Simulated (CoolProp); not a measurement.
The fluid at 564.59 K and 2.23 MPa (gas) is heated at constant pressure to 590.9 K. The same conditions are run with several fluids, on thermodynamics alone (safety and materials aside).

Model: reference Helmholtz-energy equation of state of each fluid (n-hexane: Thol 2019; methane: Setzmann 1991; propane: Lemmon 2009; carbonyl sulfide: Lemmon 2006), in CoolProp.

```csv
fluid,heat (kJ/kg),final density (kg/m³)
n-hexane,79.2,46.6
methane,84.6,7.26
propane,76.1,20.7
carbonyl sulfide,23.0,28.0
```
